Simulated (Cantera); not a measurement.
Input (Python, Cantera):

```python
import numpy as np
import cantera as ct

gas = ct.Solution("gri30.yaml")
gas.TPX = 1973, 160000, {'CH4': 1, 'H2': 1.9}
reactor = ct.IdealGasConstPressureReactor(gas, energy="off", clone=False)
net = ct.ReactorNet([reactor])
net.rtol, net.atol = 1e-08, 1e-18
show = ['CH4', 'H2', 'C2H6', 'C2H', 'C2H4', 'CH2']
times = np.geomspace(1e-06, 1, 15)

steps = ct.SolutionArray(gas, extra=["t"])
rows = []
print(f"{'t/s':>10s}{'T/K':>9s}{'P/Pa':>11s}" + "".join(f"{s:>11s}" for s in show))
for t in times:
    while net.time < t:
        t_next = net.step()
        steps.append(gas.state, t=t_next)
    rows.append([np.interp(t, steps.t, y) for y in (steps.T, steps.P, *steps(*show).X.T)])
    print(f"{t:10.3e}{rows[-1][0]:9.1f}{rows[-1][1]:11.4g}" + "".join(f"{x:11.3e}" for x in rows[-1][2:]))
rate = np.gradient(steps.T, steps.t)
print("integrator steps:", len(steps.t))
if steps.T.max() > steps.T[0] + 200:
    print(f"time of steepest temperature rise: {steps.t[rate.argmax()]:.4e} s")
gas.TPX = 1973, 160000, {'CH4': 1, 'H2': 1.9}
gas.equilibrate("TP")
print(f"equilibrium (TP): T = {gas.T:.1f} K  " + "  ".join(f"{s} {gas[s].X[0]:.3e}" for s in show))
```

It prints:

```
       t/s      T/K       P/Pa        CH4         H2       C2H6        C2H       C2H4        CH2
 1.000e-06   1973.0    1.6e+05  3.441e-01  6.552e-01  1.155e-06  2.159e-15  6.280e-07  5.362e-08
 2.683e-06   1973.0    1.6e+05  3.428e-01  6.554e-01  1.991e-05  5.313e-13  1.534e-05  4.032e-07
 7.197e-06   1973.0    1.6e+05  3.392e-01  6.561e-01  2.188e-04  1.103e-10  2.831e-04  2.039e-06
 1.931e-05   1973.0    1.6e+05  3.276e-01  6.614e-01  7.890e-04  9.731e-09  2.822e-03  4.946e-06
 5.179e-05   1973.0    1.6e+05  2.960e-01  6.806e-01  7.976e-04  1.457e-07  7.745e-03  5.285e-06
 1.389e-04   1973.0    1.6e+05  2.339e-01  7.205e-01  5.005e-04  5.960e-07  6.556e-03  4.384e-06
 3.728e-04   1973.0    1.6e+05  1.514e-01  7.737e-01  2.150e-04  1.237e-06  3.221e-03  3.164e-06
 1.000e-03   1973.0    1.6e+05  7.871e-02  8.203e-01  6.057e-05  1.815e-06  1.680e-03  1.929e-06
 2.683e-03   1973.0    1.6e+05  3.472e-02  8.485e-01  1.247e-05  2.188e-06  1.337e-03  9.938e-07
 7.197e-03   1973.0    1.6e+05  1.498e-02  8.611e-01  2.664e-06  2.368e-06  1.323e-03  4.759e-07
 1.931e-02   1973.0    1.6e+05  8.803e-03  8.650e-01  1.167e-06  2.428e-06  1.337e-03  2.936e-07
 5.179e-02   1973.0    1.6e+05  8.136e-03  8.655e-01  1.052e-06  2.435e-06  1.339e-03  2.732e-07
 1.389e-01   1973.0    1.6e+05  8.134e-03  8.655e-01  1.051e-06  2.435e-06  1.339e-03  2.731e-07
 3.728e-01   1973.0    1.6e+05  8.134e-03  8.655e-01  1.051e-06  2.435e-06  1.339e-03  2.731e-07
 1.000e+00   1973.0    1.6e+05  8.134e-03  8.655e-01  1.051e-06  2.435e-06  1.339e-03  2.731e-07
integrator steps: 1119
equilibrium (TP): T = 1973.0 K  CH4 8.134e-03  H2 8.655e-01  C2H6 1.051e-06  C2H 2.435e-06  C2H4 1.339e-03  CH2 2.731e-07
```

Cantera simulation using GRI-Mech 3.0 (53 species, 325 reactions); the numbers are that mechanism's predictions, not measurements. GRI-Mech 3.0 stops at C3 and has no aromatics, soot or wall deposition, so with more carbon than oxygen in the feed, carbon stays in small species such as C2H2 where larger ones or solid carbon would form.
